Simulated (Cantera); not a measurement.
A Cantera script and what it prints.

```python
import numpy as np
import cantera as ct

gas_names = """
    CL CL2 H HCL H2 Si SiCL SiCL2 SiCL3 SiCL4 SiH SiHCL3 SiH2 SiH2CL2 SiH3 SiH3CL SiH4 Si2 Si3
""".split()
cond_names = """
    Si(cr) Si(L)
""".split()


def load(file, names, dense=False):
    # The tables refer to 1 bar. Condensed volumes are neglected.
    table = {s.name: s for s in ct.Species.list_from_file(file)}
    out = []
    for n in names:
        d = dict(table[n].input_data)
        d["thermo"] = dict(d["thermo"], **{"reference-pressure": 1e5})
        if dense:
            d["equation-of-state"] = {"model": "constant-volume", "density": "1e6 g/cm^3"}
        out.append(ct.Species.from_dict(d))
    return out


gas = ct.Solution(thermo="ideal-gas", species=load("nasa_gas.yaml", gas_names))
cond = {s.name: ct.Solution(thermo="fixed-stoichiometry", species=[s], name=s.name)
        for s in load("nasa_condensed.yaml", cond_names, dense=True)}
atoms = {
    'Si': {'Si': 1},
    'HCl': {'H': 1, 'CL': 1},
}
top_T = {}  # K; cautious upper limits of use, not melting points


def equilibrate(T, P, feed):
    n = {}
    for name, mol in feed.items():
        for a, k in atoms[name].items():
            n[a] = n.get(a, 0.0) + k * mol
    gas.TPX = T, P, n
    mass = sum(n.values()) * gas.mean_molecular_weight
    gas.equilibrate("TP")
    valid = [c for c in cond.values() if c.min_temp <= T <= top_T.get(c.name, c.max_temp)]
    mix = ct.Mixture([(gas, mass / gas.mean_molecular_weight)] + [(c, 0.0) for c in valid])
    mix.T, mix.P = T, P
    mix.equilibrate("TP", solver="vcs", rtol=1e-11, max_steps=5000)
    return mix


results = []
T = 975  # K
P = 133.322  # Pa
for m in [2.4, 2.9, 3.6, 4.5, 5.6, 7, 8.6, 11]:
    feed = {'Si': 1, 'HCl': m}  # mol
    mix = equilibrate(T, P, feed)
    results.append((T, P, feed, dict(zip(mix.species_names, mix.species_moles))))
    x = sorted(zip(gas.X, gas.species_names), reverse=True)
    print(f"T = {T:g} K  P = {P:g} Pa  n(HCl) = {m:g} mol  gas = {mix.phase_moles(0):.4g} mol")
    print("   x: " + "  ".join(f"{s} {v:.3e}" for v, s in x if v > 0.001))
    print("   condensed (mol): " + ("  ".join(f"{mix.phase(i).name} {mix.phase_moles(i):.4g}"
          for i in range(1, mix.n_phases) if mix.phase_moles(i) > 1e-12) or "none"))
```

It prints:

```
T = 975 K  P = 133.322 Pa  n(HCl) = 2.4 mol  gas = 1.825 mol
   x: H2 6.213e-01  SiCL4 2.908e-01  HCL 5.242e-02  SiHCL3 1.970e-02  SiCL3 8.563e-03  SiCL2 7.141e-03
   condensed (mol): Si(cr) 0.4044
T = 975 K  P = 133.322 Pa  n(HCl) = 2.9 mol  gas = 2.205 mol
   x: H2 6.213e-01  SiCL4 2.908e-01  HCL 5.242e-02  SiHCL3 1.970e-02  SiCL3 8.563e-03  SiCL2 7.141e-03
   condensed (mol): Si(cr) 0.2803
T = 975 K  P = 133.322 Pa  n(HCl) = 3.6 mol  gas = 2.738 mol
   x: H2 6.213e-01  SiCL4 2.908e-01  HCL 5.242e-02  SiHCL3 1.970e-02  SiCL3 8.563e-03  SiCL2 7.141e-03
   condensed (mol): Si(cr) 0.1066
T = 975 K  P = 133.322 Pa  n(HCl) = 4.5 mol  gas = 3.507 mol
   x: H2 5.624e-01  SiCL4 2.759e-01  HCL 1.525e-01  SiHCL3 5.817e-03  SiCL3 2.657e-03
   condensed (mol): none
T = 975 K  P = 133.322 Pa  n(HCl) = 5.6 mol  gas = 4.602 mol
   x: H2 4.326e-01  HCL 3.501e-01  SiCL4 2.149e-01  SiHCL3 1.518e-03
   condensed (mol): none
T = 975 K  P = 133.322 Pa  n(HCl) = 7 mol  gas = 6.001 mol
   x: HCL 5.009e-01  H2 3.324e-01  SiCL4 1.656e-01
   condensed (mol): none
T = 975 K  P = 133.322 Pa  n(HCl) = 8.6 mol  gas = 7.601 mol
   x: HCL 6.058e-01  H2 2.627e-01  SiCL4 1.310e-01
   condensed (mol): none
T = 975 K  P = 133.322 Pa  n(HCl) = 11 mol  gas = 10 mol
   x: HCL 7.002e-01  H2 1.998e-01  SiCL4 9.970e-02
   condensed (mol): none
```

Method: chemical equilibrium by Gibbs-energy minimisation in Cantera with the NASA 1993 tables (ideal gas, pure condensed phases). The tables' values for SiCl3 are old estimates; treat these amounts as uncertain.
